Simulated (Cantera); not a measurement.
An isothermal, constant-pressure homogeneous reactor starts with 35.7 % NO, 64.3 % N2, at 1950 K and 0.132 atm.

Computed with Cantera and GRI-Mech 3.0 (53 species, 325 reactions).

**Question.** Predict: x(NO) at 20.0 s; x(NO2) at 20.0 s; x(N2) at 20.0 s; x(O) at 20.0 s; x(O2) at 20.0 s; x(N2O) at 20.0 s.

**Answer.** 
```
Property                                             Result
----------------  -----------------------------------------
x(NO) at 20.0 s      0.0280 (gas-phase equilibrium 0.00621)
x(NO2) at 20.0 s    1.69e-5 (gas-phase equilibrium 3.89e-6)
x(N2) at 20.0 s         0.807 (gas-phase equilibrium 0.818)
x(O) at 20.0 s    0.000505 (gas-phase equilibrium 0.000520)
x(O2) at 20.0 s         0.164 (gas-phase equilibrium 0.175)
x(N2O) at 20.0 s    3.90e-7 (gas-phase equilibrium 1.31e-7)
```
